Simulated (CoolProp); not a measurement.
Vapour pressure (bar) of methanol: the reference equation beside estimates from Tc = 513.4 K, pc = 82.16 bar, ω = 0.565. Clausius-Clapeyron is anchored at 401.6 K with a constant enthalpy of vaporisation of 30.10 kJ/mol.

Computed with CoolProp (reference Helmholtz-energy equation of state, de Reuck 1993).

| T (K) | reference | Lee-Kesler | Clausius-Clapeyron | van der Waals | Soave-Redlich-Kwong | Peng-Robinson |
|---|---|---|---|---|---|---|
| 377.2 | 4.012 | 4.060 | 4.509 | 20.99 | 4.069 | 4.095 |
| 389.4 | 5.762 | 5.868 | 6.090 | 24.50 | 5.894 | 5.901 |
| 401.6 | 8.078 | 8.249 | 8.078 | 28.37 | 8.309 | 8.283 |
| 413.7 | 11.05 | 11.29 | 10.51 | 32.57 | 11.40 | 11.33 |
| 425.9 | 14.87 | 15.16 | 13.51 | 37.18 | 15.36 | 15.23 |
| 438 | 19.62 | 19.93 | 17.08 | 42.14 | 20.25 | 20.05 |
| 450.2 | 25.54 | 25.83 | 21.37 | 47.53 | 26.31 | 26.03 |
| 462.3 | 32.68 | 32.94 | 26.38 | 53.28 | 33.58 | 33.24 |

Absolute difference from the reference over all 8 rows, mean and median: Lee-Kesler 1.6 and 1.7 %, Clausius-Clapeyron 10.1 and 10.8 %, van der Waals 201.0 and 172.4 %, Soave-Redlich-Kwong 2.8 and 2.9 %, Peng-Robinson 2.2 and 2.3 %.
